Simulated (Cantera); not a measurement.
# TiCl4 + CH4 (titanium nitride, carbide and oxide coatings)

Input: 1 mol TiCl4, 4.2 mol CH4, equilibrated at 10000 Pa.

Method: chemical equilibrium by Gibbs-energy minimisation in Cantera with the NASA 1993 tables (ideal gas, pure condensed phases). Candidate condensed phases: C, C6H6, C7H8, C8H18, Ti, TiC, TiCl2, TiCl3, TiCl4; 96 gas species. The tables' values for TiCl2 are old estimates; treat these amounts as uncertain. TiC: taken at fixed stoichiometry. The numbers say what is thermodynamically allowed, not how fast it happens.

```
T (°C)   x H2  x HCl   x TiCl4       x H  x TiCl3  n C(graphite)  n TiC(s)
------  -----  -----  --------  --------  -------  -------------  --------
800     0.776  0.156    0.0588   3.90e-8  0.00603           3.81     0.367
1000    0.691  0.276    0.0216   1.87e-6   0.0110           3.53     0.670
1200    0.644  0.342   0.00467   3.21e-5  0.00926           3.34     0.856
1400    0.628  0.364  0.000937  0.000285  0.00581           3.27     0.929
1600    0.622  0.372  0.000231   0.00161  0.00361           3.24     0.956
1800    0.615  0.371   6.99e-5   0.00652  0.00234           3.22     0.966
2000    0.603  0.362   2.43e-5    0.0206  0.00154           3.19     0.966
```
x: gas mole fraction; n: condensed amount in mol.

From 800 °C to 2000 °C the condensed part is C(graphite) + TiC(s).
